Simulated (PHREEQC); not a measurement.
Consider water at 15 °C with 0.0019 mol HF, 0.0046 mol KF and 5.8e-07 mol H4SiO4 per kg of water. Closed to the air; pH follows from the charge balance.

Model: ion-association model, phreeqc.dat, run in PHREEQC.

This is a speciation only: nothing precipitates in the calculation.

Question: Order these F species by the share of F that they hold, largest first: HF, F-, HF2-.

Answer: F- (75 %), HF (24 %), HF2- (0.83 %)

The pH is 3.56 and the ionic strength 0.00490 mol/kgw. Complexes and solids missing from the database can't appear. SiF6-2 is the database's only silicon fluoride.
